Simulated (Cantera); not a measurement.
What does this Cantera script print?

```python
import numpy as np
import cantera as ct

gas = ct.Solution("h2o2.yaml")
gas.TPX = 450, 39000, {'H2': 1, 'O2': 0.877, 'N2': 3.3, 'H2O': 0.041}
flame = ct.FreeFlame(gas, width=0.077)
flame.set_refine_criteria(ratio=3, slope=0.08, curve=0.16)
flame.transport_model = "mixture-averaged"
flame.solve(loglevel=0, auto=True)
z, T = flame.grid, flame.T
thick = (T[-1] - T[0]) / np.gradient(T, z).max()
show = ['H2', 'O2', 'HO2', 'H2O', 'O', 'H']
print(f"laminar burning velocity  {flame.velocity[0] * 100:.3f} cm/s")
print(f"burnt temperature         {T[-1]:.1f} K")
print(f"thermal thickness         {thick * 1e3:.4f} mm")
print(f"grid points               {len(z)}")
z0 = z[flame.heat_release_rate.argmax()]
print(f"{'z/mm':>9s}{'T/K':>9s}{'u/(m/s)':>9s}" + "".join(f"{s:>11s}" for s in show))
rows = []
for k in (-3, -2, -1.5, -1, -0.5, -0.25, 0, 0.25, 0.5, 1, 2, 4, 8):
    zz = z0 + k * thick
    rows.append([k * thick, np.interp(zz, z, T), np.interp(zz, z, flame.velocity),
                 *(np.interp(zz, z, flame.X[gas.species_index(s)]) for s in show)])
    print(f"{rows[-1][0] * 1e3:9.3f}{rows[-1][1]:9.1f}{rows[-1][2]:9.3f}" + "".join(f"{x:11.3e}" for x in rows[-1][3:]))
```

It prints:

```
laminar burning velocity  209.714 cm/s
burnt temperature         1871.9 K
thermal thickness         1.2625 mm
grid points               106
     z/mm      T/K  u/(m/s)         H2         O2        HO2        H2O          O          H
   -3.788    450.0    2.097  1.916e-01  1.681e-01  1.377e-11  7.857e-03  5.835e-13  4.928e-15
   -2.525    450.0    2.097  1.916e-01  1.681e-01  7.103e-10  7.858e-03  2.967e-11  2.565e-13
   -1.894    450.0    2.097  1.914e-01  1.681e-01  1.227e-08  7.860e-03  4.090e-10  3.923e-12
   -1.263    450.3    2.095  1.902e-01  1.684e-01  9.240e-07  7.879e-03  1.682e-08  1.586e-09
   -0.631    488.8    2.236  1.740e-01  1.704e-01  1.812e-04  1.039e-02  6.331e-06  5.523e-05
   -0.316    727.9    3.239  1.346e-01  1.646e-01  1.248e-04  3.535e-02  2.208e-04  2.688e-03
    0.000   1073.3    4.675  7.244e-02  1.362e-01  5.781e-05  9.868e-02  3.282e-03  1.309e-02
    0.316   1321.3    5.719  2.691e-02  1.005e-01  3.363e-05  1.596e-01  8.440e-03  1.939e-02
    0.631   1454.6    6.273  1.368e-02  8.711e-02  2.439e-05  1.817e-01  9.945e-03  1.704e-02
    1.263   1588.8    6.811  9.395e-03  8.230e-02  1.757e-05  1.929e-01  8.467e-03  1.075e-02
    2.525   1704.6    7.260  6.490e-03  8.055e-02  1.189e-05  2.014e-01  5.682e-03  5.241e-03
    5.050   1788.0    7.576  3.648e-03  7.997e-02  7.043e-06  2.084e-01  3.110e-03  1.974e-03
   10.100   1838.7    7.764  1.609e-03  8.013e-02  3.501e-06  2.132e-01  1.354e-03  5.418e-04
```

Model: the H2/O2 subset of GRI-Mech 3.0, which has no nitrogen chemistry, integrated in Cantera. Burning velocities carry a grid error of a few per cent, more on coarse grids. Lean hydrogen flames are cellular in practice and burn faster than this planar one.
